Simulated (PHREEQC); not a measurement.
Consider water at 25 °C with 63 mmol/kgw KHF2. Closed to the air; pH follows from the charge balance.

Equilibrium calculation in PHREEQC: ion-association model, phreeqc.dat.

Precipitation was switched off in this run.

Problem. Predict the pH.

Solution. pH 3.09.

Problem. In which forms is F present?

Solution. F- 42 %, HF 41 %, HF2- 17 % of the F.
